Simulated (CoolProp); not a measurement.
Dimethyl carbonate along the isobar 286 bar: fugacity coefficient from the reference equation and from simpler models built on Tc = 283.9 °C, pc = 49.09 bar, ω = 0.346; each cubic takes its own stable root.

Model: reference Helmholtz-energy equation of state, Zhou 2011, in CoolProp.

```tsv
T (°C)	phase	reference
234.65	liquid	0.1323
246.15	liquid	0.1512
257.65	liquid	0.1714
269.25	liquid	0.1930
280.75	liquid	0.2154
292.25	supercritical	0.2387
303.75	supercritical	0.2629
315.35	supercritical	0.2879
326.85	supercritical	0.3133
```

Question: How far does each simpler model (van der Waals, Redlich-Kwong) lie from the reference over these 9 states: mean and median of the absolute difference, and the worst?

Answer: 
- van der Waals: mean 47.8 %, median 43.9 %, worst +88.4 % at 234.65 °C and 286 bar
- Redlich-Kwong: mean 13.8 %, median 12.8 %, worst +27.3 % at 234.65 °C and 286 bar
